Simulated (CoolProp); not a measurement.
Saturated liquid density (kg/m³) of cyclopentane: the reference equation beside estimates from Tc = 511.7 K, pc = 4.583 MPa, ω = 0.202.

Model: reference Helmholtz-energy equation of state, Gedanitz 2015, in CoolProp.

```
T (K)  reference  van der Waals  Redlich-Kwong  Soave-Redlich-Kwong  Peng-Robinson
-----  ---------  -------------  -------------  -------------------  -------------
251.1      785.2          497.8          739.5                749.2          842.9
265.7      771.6          489.9            [?]                737.6          830.5
280.2      757.9          481.7          712.7                725.3          817.4
294.8      743.7          473.1          698.2                712.2          803.3
309.4      729.2          464.2          682.9                698.2          788.3
323.9      714.3          454.9          666.9                683.4          772.3
338.5      698.8          445.1          649.8                667.5            [?]
353.1      682.7          434.9          631.7                  [?]          736.4
367.6      666.0            [?]          612.6                632.2          716.3
```

Question: Fill in the missing entries.

Answer: 
- 265.7, Redlich-Kwong: 726.4
- 338.5, Peng-Robinson: 755.0
- 353.1, Soave-Redlich-Kwong: 650.4
- 367.6, van der Waals: 424.2

Absolute difference from the reference over all 9 rows, mean and median: van der Waals 36.4 and 36.3 %, Redlich-Kwong 6.6 and 6.3 %, Soave-Redlich-Kwong 4.5 and 4.4 %, Peng-Robinson 7.8 and 7.9 %.
